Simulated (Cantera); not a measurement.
What does this Cantera script print?

```python
import numpy as np
import cantera as ct

gas_names = """
    H2O
""".split()
cond_names = """
    Cu2O(s) Cu2O(L) Cu(cr) Cu(L) CuO2H2(s)
""".split()


# ... load() reads the species with a 1 bar reference pressure and builds the phases ...
species = {s.name: s for s in load("nasa_gas.yaml", gas_names) + load("nasa_condensed.yaml", cond_names)}
# Each term lists the table entries of one substance; the one whose range holds T is used.
reactions = {
    'H2O(g) + Cu2O = Cu + Cu(OH)2':
        [(-1, ['H2O']), (-1, ['Cu2O(s)', 'Cu2O(L)']), (1, ['Cu(cr)', 'Cu(L)']), (1, ['CuO2H2(s)'])],
}


def pick(names, T):
    return next(species[n] for n in names if species[n].thermo.min_temp <= T <= species[n].thermo.max_temp)


results = []
for label, terms in reactions.items():
    print(label)
    print("     T/K   dH/kJ  dS/(J/K)   dG/kJ   log10 K")
    for T in [448, 498, 548, 598, 648, 698, 748, 798, 848, 898]:
        used = [(nu, pick(names, T)) for nu, names in terms]
        dH = sum(nu * s.thermo.h(T) for nu, s in used) / 1e6
        dS = sum(nu * s.thermo.s(T) for nu, s in used) / 1e3
        dG = dH - T * dS / 1e3
        logK = -dG * 1e6 / (ct.gas_constant * T * np.log(10))
        results.append((label, T, dH, dS, dG, logK, [s.name for _, s in used]))
        print(f"{T:8g} {dH:8.1f} {dS:8.1f} {dG:8.1f} {logK:8.2f}")
```

Output:

```
H2O(g) + Cu2O = Cu + Cu(OH)2
     T/K   dH/kJ  dS/(J/K)   dG/kJ   log10 K
     448    -34.4   -130.3     24.0    -2.80
     498    -33.2   -127.8     30.4    -3.19
     548    -32.0   -125.5     36.8    -3.50
     598    -30.8   -123.4     43.0    -3.75
     648    -29.6   -121.4     49.1    -3.96
     698    -28.3   -119.5     55.1    -4.13
     748    -27.0   -117.7     61.1    -4.26
     798    -25.7   -116.0     66.9    -4.38
     848    -24.3   -114.4     72.7    -4.48
     898    -23.0   -112.8     78.3    -4.56
```

Source: NASA polynomial tables (part measured, part estimated), evaluated in Cantera. Condensed species are held in their standard states even where they would react or evaporate.
